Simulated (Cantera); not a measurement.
Ti + O₂ + H₂ (metals in furnace atmospheres)

Input: 1 mol Ti, 0.029 mol O₂, 1.3 mol H₂, held at 0.0133 bar.

Cantera equilibrium calculation (NASA polynomials, part measured and part estimated; ideal gas, pure solids and liquids). Candidate condensed phases: H₂O, Ti, TiO, TiO₂, Ti₂O₃, Ti₃O₅, Ti₄O₇; 12 gas species. Mutual solubility and eutectic melting of coexisting phases are not modelled. TiO: taken at fixed stoichiometry. Condensed phases not in the tables: N, O or C dissolved in the metal. Rates play no part.

```csv
T (°C),log p H₂,log p H,log p Ti,log p H₂O,log p TiO,n Ti(α),n TiO(s),n Ti(β)
852,-1.88,-8.29,<-13,-13.45,<-13,0.942,0.0580,0
902,-1.88,-7.85,-13.41,-12.88,<-13,0,0.0580,0.942
952,-1.88,-7.44,-12.57,-12.35,<-13,0,0.0580,0.942
1002,-1.88,-7.07,-11.80,-11.86,<-13,0,0.0580,0.942
1052,-1.88,-6.72,-11.09,-11.42,-13.67,0,0.0580,0.942
1102,-1.88,-6.40,-10.42,-11.01,-12.85,0,0.0580,0.942
1152,-1.88,-6.10,-9.81,-10.64,-12.09,0,0.0580,0.942
1202,-1.88,-5.82,-9.24,-10.29,-11.38,0,0.0580,0.942
1252,-1.88,-5.56,-8.71,-9.96,-10.72,0,0.0580,0.942
```
log p: log10 of the partial pressure in bar; n: condensed amount in mol.

At 852 °C the condensed part is Ti(α) + TiO(s). From 902 °C to 1252 °C the condensed part is Ti(β) + TiO(s).
